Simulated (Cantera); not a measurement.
Charge: 1 mol TiC, 0.099 mol C, 0.084 mol H₂, equilibrated at 2773.15 K and 3.30 Torr.

Cantera equilibrium calculation (NASA polynomials, part measured and part estimated; ideal gas, pure solids and liquids). Candidate condensed phases: C, C₆H₆, C₇H₈, C₈H₁₈, Ti, TiC; 77 gas species. TiC: taken at fixed stoichiometry. Equilibrium is a limit: real reactors are often held back by kinetics, nucleation or transport.

Base state: H 0.643, H₂ 0.329, C₂H₂ (acetylene) 0.0100, Ti 0.00794, C₃ 0.00514, C₂H 0.00236, C 0.00111, C₂ 0.000499 (mole fractions); condensed: C(graphite) + TiC(s).

Question: What changes in the equilibrium state with this change: pressure from 3.30 Torr to 100 Torr?

Answer: 
| species | before | after |
|---|---|---|
| H₂ | 0.329 | 0.793 |
| H | 0.643 | 0.181 |
| C₂H₂ (acetylene) | 0.0100 | 0.0242 |
| Ti | 0.00794 | 0.000262 |
| C | 0.00111 | 3.67e-5 |
| C₂ | 0.000499 | 1.65e-5 |
| C₅ | 4.47e-5 | 1.48e-6 |
| C(graphite), mol | 0.0945 | 0.0942 |
| TiC(s), mol | 0.999 | 1.000 |

Question: What changes in the equilibrium state with this change: temperature from 2773.15 K to 3023 K?

Answer: 
```
species            before     after
----------------  -------  --------
H                   0.643     0.715
C₃                0.00514    0.0904
H₂                  0.329    0.0783
C                 0.00111    0.0143
Ti                0.00794    0.0771
C₂H₂ (acetylene)   0.0100   0.00521
C₅                4.47e-5   0.00177
C₄                8.64e-6  0.000326
C(graphite), mol   0.0945    0.0490
TiC(s), mol         0.999     0.985
```

Question: What changes in the equilibrium state with this change: pressure from 3.30 Torr to 4730 Torr?

Answer: 
```json
[
 {"species": "H₂", "before": "0.329", "after": "0.941"},
 {"species": "H", "before": "0.643", "after": "0.0287"},
 {"species": "C₂H₂ (acetylene)", "before": "0.0100", "after": "0.0287"},
 {"species": "Ti", "before": "0.00794", "after": "5.55e-6"},
 {"species": "C₂H₄", "before": "4.42e-9", "after": "5.17e-5"},
 {"species": "CH₄", "before": "4.84e-8", "after": "0.000566"},
 {"species": "C", "before": "0.00111", "after": "7.78e-7"},
 {"species": "C(graphite), mol", "before": "0.0945", "after": "0.0939"},
 {"species": "TiC(s), mol", "before": "0.999", "after": "1.00"}
]
```
